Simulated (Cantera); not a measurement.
Charge: 1 mol SiH₄, 1.3 mol NH₃, at 1748.15 K and 0.00550 bar.

Equilibrium computed with Cantera from the NASA thermochemical tables; the gas is ideal and each condensed phase is pure. Candidate condensed phases: Si, Si₃N₄; 18 gas species. Gases not in the tables: Si₂H₆ and higher silanes. The numbers say what is thermodynamically allowed, not how fast it happens.

Base state: H₂ 0.856, N₂ 0.141, H 0.00285, Si 0.000265, SiH 2.42e-5, SiH₂ 1.76e-5 (mole fractions); condensed: Si(l).

What changes in the equilibrium state with this change: temperature from 1748.15 K to 1948 K?


```json
[
 {"species": "H₂", "before": "0.856", "after": "0.842"},
 {"species": "N₂", "before": "0.141", "after": "0.140"},
 {"species": "H", "before": "0.00285", "after": "0.0140"},
 {"species": "Si", "before": "0.000265", "after": "0.00422"},
 {"species": "Si₂", "before": "1.36e-6", "after": "3.85e-5"},
 {"species": "SiH", "before": "2.42e-5", "after": "0.000221"},
 {"species": "SiN", "before": "3.83e-6", "after": "3.46e-5"},
 {"species": "Si₂N", "before": "6.53e-6", "after": "4.78e-5"},
 {"species": "Si(l), mol", "before": "0.998", "after": "0.978"}
]
```
The tables' values for SiN are old estimates; treat these amounts as uncertain.
